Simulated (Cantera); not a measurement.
**Low-pressure radical oxidation in H2/O2**

A perfectly stirred reactor is fed with 10.9 % H2, 78.1 % O2, 10.9 % N2, at 11.3 Torr; it is held at 1300 K, and followed from long to short residence time.

Computed with Cantera and the H2/O2 subset of GRI-Mech 3.0, which has no nitrogen chemistry. Radical loss at walls, strong at low pressure, is not modelled. The temperature is held fixed by assumption; the heat of reaction is taken as removed at once.

```
τ (s)       x H2   x O2   x H2O     x OH   x H2O2
------  --------  -----  ------  -------  -------
0.40    0.000633  0.761   0.112  0.00323  1.30e-7
0.24    0.000862  0.758   0.111  0.00378  1.44e-7
0.15     0.00114  0.755   0.110  0.00435  1.56e-7
0.088    0.00154  0.751   0.108  0.00505  1.67e-7
0.053    0.00202  0.745   0.106  0.00576  1.75e-7
0.032    0.00259  0.739   0.103  0.00647  1.80e-7
0.020    0.00322  0.733  0.0995  0.00711  1.84e-7
0.012    0.00402  0.726  0.0959  0.00776  1.86e-7
0.0072   0.00500  0.721  0.0922  0.00835  1.90e-7
```
x: mole fraction; the columns are a selection and need not sum to one.
